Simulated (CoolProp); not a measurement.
c-C4F8 (RC318) along the isobar 2090 kPa: density (kg/m³) from the reference equation and from simpler models built on Tc = 115.2 °C, pc = 2778 kPa, ω = 0.355; each cubic takes its own stable root.

Computed with CoolProp (reference Helmholtz-energy equation of state, Platzer 1990). This equation is an older, rougher fit; its heat capacities, sound speeds and derivatives of the liquid may be far off and weren't checked against measurements.

| T (°C) | phase | reference |
|---|---|---|
| 36.65 | liquid | 1464 |
| 50.25 | liquid | 1404 |
| 63.85 | liquid | 1338 |
| 77.45 | liquid | 1261 |
| 90.95 | liquid | 1162 |
| 104.55 | gas | 223.9 |
| 118.15 | gas | 188.1 |
| 131.75 | gas | 168.2 |
| 145.35 | gas | 154.4 |
| 158.95 | gas | 143.8 |
| 172.55 | gas | 135.2 |
| 186.05 | gas | 128.0 |
| 199.65 | gas | 121.8 |
| 213.25 | gas | 116.4 |
| 226.85 | gas | 111.6 |

### Question
How far does each simpler model (van der Waals, Soave-Redlich-Kwong) lie from the reference over these 15 states: mean and median of the absolute difference, and the worst?

### Answer
- van der Waals: mean 17.6 %, median 3.4 %, worst -80.1 % at 90.95 °C and 2090 kPa
- Soave-Redlich-Kwong: mean 3.5 %, median 0.7 %, worst -13.8 % at 90.95 °C and 2090 kPa

At some of these states van der Waals gives the other phase, because its saturation line lies elsewhere.
